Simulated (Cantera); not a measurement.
Charge: 1 mol B, 0.16 mol H2O, 0.39 mol N2, at 1.70 mbar.

These are equilibrium values from Cantera (NASA tables, ideal gas, pure condensed phases), not measurements of a reactor. Candidate condensed phases: B, BN, B2O3, B3O3H3, H2O; 39 gas species. N2 is the only nitrogen source here; it is nearly inert below about 1500 K, so the nitride shown seldom forms there in practice. Mutual solubility and eutectic melting of coexisting phases are not modelled. The tables' values for BH2 are old estimates; treat these amounts as uncertain. Rates play no part.

log p: log10 of the partial pressure in bar; n: condensed amount in mol.

| T (K) | log p H2 | log p N2 | log p B2O2 | log p BO | log p HBO | log p H | log p B2O3 | log p B | n B(s) | n BN(s) | n B2O3(l) | n B(l) |
|---|---|---|---|---|---|---|---|---|---|---|---|---|
| 1048 | -2.77 | <-14 | -9.43 | -11.86 | -6.92 | -9.50 | -10.52 | <-14 | 0.113 | 0.780 | 0.0533 | 0 |
| 1248 | -2.77 | -11.78 | -6.54 | -8.61 | -5.27 | -7.72 | -7.38 | <-14 | 0.113 | 0.780 | 0.0531 | 0 |
| 1448 | -2.80 | -8.89 | -4.46 | -6.29 | -4.10 | -6.44 | -5.14 | -12.41 | 0.108 | 0.780 | 0.0476 | 0 |
| 1648 | -3.00 | -6.70 | -3.45 | -4.81 | -3.58 | -5.55 | -4.28 | -9.97 | 0.0680 | 0.780 | 0 | 0 |
| 1848 | -3.03 | -5.00 | -3.48 | -4.06 | -3.52 | -4.79 | -4.82 | -8.07 | 0.0652 | 0.777 | 0 | 0 |
| 2048 | -3.14 | -3.63 | -3.74 | -3.58 | -3.64 | -4.22 | -5.62 | -6.54 | ___ | 0.693 | 0 | 0 |
| 2248 | -3.54 | -3.03 | -4.69 | -3.56 | -4.26 | -3.90 | -7.38 | -5.28 | ___ | 0 | 0 | 0 |
| 2448 | -3.71 | -3.08 | -5.44 | -3.52 | -4.67 | -3.56 | -8.72 | -4.28 | ___ | 0 | 0 | 0.810 |

Q: What belongs in the gaps?

A: 
- 2048, n B(s): 0.147
- 2248, n B(s): 0.835
- 2448, n B(s): 0
